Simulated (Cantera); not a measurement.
A perfectly stirred reactor is fed with H2 : O2 = 0.33 : 1 (molar parts), at 10.00 Torr; it is held at 1350 K, and followed from long to short residence time.

Computed with Cantera and the H2/O2 subset of GRI-Mech 3.0, which has no nitrogen chemistry. Radical loss at walls, strong at low pressure, is not modelled. The temperature is held fixed by assumption; the heat of reaction is taken as removed at once.

Task: Predict: x(H2) at τ = 5.20 s; x(O2) at τ = 5.20 s; x(H2O) at τ = 5.20 s; x(HO2) at τ = 5.20 s; x(H2O2) at τ = 5.20 s; x(H2) at τ = 21.0 ms; x(O2) at τ = 21.0 ms; x(H2O) at τ = 21.0 ms; x(HO2) at τ = 21.0 ms; x(H2O2) at τ = 21.0 ms.

Result: 
```
Item                       Value
----------------------  --------
x(H2) at τ = 5.20 s     0.000330
x(O2) at τ = 5.20 s        0.714
x(H2O) at τ = 5.20 s       0.281
x(HO2) at τ = 5.20 s     1.97e-6
x(H2O2) at τ = 5.20 s    1.11e-7
x(H2) at τ = 21.0 ms     0.00934
x(O2) at τ = 21.0 ms       0.665
x(H2O) at τ = 21.0 ms      0.237
x(HO2) at τ = 21.0 ms    7.52e-6
x(H2O2) at τ = 21.0 ms   3.50e-7
```
